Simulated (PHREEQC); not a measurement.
Synthetic water in mg/L, 20 °C, pH 6.55, pe 9.7:

```tsv
constituent	mg/L
Na	0.606
K	0.0372
Ca	0.517
Mg	0.0297
Cl	0.271
S(6) as SO4	1.33
Alkalinity as HCO3	1.28
O(0) (dissolved oxygen)	0.00131
Cu(2)	0.0292
Br	0.00556
Zn	0.00369
Li	6.56e-05
```

Valence states are taken as typed.

All values are PHREEQC results (ion-association model, wateq4f.dat), not measurements.

Each row changes one thing in this solution. This is a speciation only: nothing precipitates in the calculation.

```tsv
case	CO2 (mol/kgw)	Cu+2 (mol/kgw)	Cu(OH)2 (mol/kgw)	CaSO4 (mol/kgw)	CuOH+ (mol/kgw)	CuCO3 (mol/kgw)	SI of Tenorite (CuO)	SI of Cu(OH)2 (Cu(OH)2)
as made	1.41e-5	3.49e-7	8.81e-8	3.11e-8	1.20e-8	5.59e-9	-1.19	-2.21
pH from 6.55 to 6.85 at the same alkalinity	6.93e-6	[?]	2.18e-7	3.11e-8	1.49e-8	[?]	-0.79	-1.81
Ca from 0.517 to 1.03 mg/L	1.41e-5	3.50e-7	8.77e-8	6.10e-8	1.20e-8	5.56e-9	-1.19	-2.21
Na from 0.606 to 1.21 mg/L	1.41e-5	3.50e-7	8.79e-8	3.09e-8	1.20e-8	5.57e-9	-1.19	-2.21
temperature from 20 to 35 °C at the same typed pH	1.19e-5	3.48e-7	8.76e-8	3.55e-8	1.19e-8	7.36e-9	-0.63	-1.65
pH from 6.55 to 7.55 at the same alkalinity	1.33e-6	[?]	4.34e-7	3.11e-8	5.91e-9	2.59e-9	-0.49	-1.51
```

**Question.** Some entries are withheld; supply them.

**Answer.** 
- pH from 6.55 to 6.85 at the same alkalinity, Cu+2 (mol/kgw): 2.17e-7
- pH from 6.55 to 6.85 at the same alkalinity, CuCO3 (mol/kgw): 6.79e-9
- pH from 6.55 to 7.55 at the same alkalinity, Cu+2 (mol/kgw): 1.72e-8

The database's constant for dissolved Cu(OH)2 is higher than later reviews accept.
